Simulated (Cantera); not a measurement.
A freely propagating, adiabatic, planar premixed flame of H₂ : O₂ : N₂ = 1 : 0.192 : 0.846 (molar parts), equivalence ratio 2.6, unburnt at 448 K and 140000 Pa; mixture-averaged transport, grid criteria slope 0.08 and curve 0.16, no radiation.

Cantera simulation using the H2/O2 subset of GRI-Mech 3.0, which has no nitrogen chemistry; the numbers are that mechanism's predictions, not measurements. Burning velocities carry a grid error of a few per cent, more on coarse grids.

Problem. What does this change do: inlet temperature 448 to 575 K?

Solution. 
| quantity | before | after |
|---|---|---|
| laminar burning velocity | 437 cm/s | 698 cm/s |
| thermal thickness | 0.278 mm | 0.306 mm |
| peak x(O) | 0.00141 | 0.00184 |
| peak x(OH) | 0.00132 | 0.00174 |
| peak x(HO₂) | 0.000395 | 0.000301 |
